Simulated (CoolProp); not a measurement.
Properties of R143a at several states.

Computed with CoolProp (reference Helmholtz-energy equation of state, Lemmon and Jacobsen 2000).

| T (°C) | p (MPa) | phase | density (kg/m³) | cp (kJ/(kg K)) | expansivity (1/kK) | viscosity (µPa s) | Prandtl number | fugacity coefficient |
|---|---|---|---|---|---|---|---|---|
| -0.25 | 3.76 | liquid | 1042 | 1.457 | 3.053 | [?] | 2.59 | 0.1578 |
| -1.05 | 10.8 | liquid | 1074 | 1.404 | 2.533 | 160 | 2.55 | [?] |
| -19.75 | 1.93 | liquid | 1094 | 1.399 | 2.724 | 172 | 2.67 | 0.1584 |
| 107.55 | 0.675 | gas | 18.84 | 1.130 | 3.122 | 14.3 | [?] | 0.9531 |
| 190.25 | 1.37 | gas | 31.35 | 1.266 | 2.591 | 17.4 | 0.654 | 0.9545 |
| -47.85 | 0.294 | liquid | 1169 | 1.322 | 2.337 | 219 | 2.84 | 0.3215 |

Question: Fill in the missing entries.

Answer: 
- -0.25, viscosity (µPa s): 148
- -1.05, fugacity coefficient: 0.06875
- 107.55, Prandtl number: 0.685

Viscosity comes from a separate model (Klein 1997), an estimate that may be off by 10 % or more. Thermal conductivity comes from a separate model (McLinden 2000), an estimate that may be off by 10 % or more.
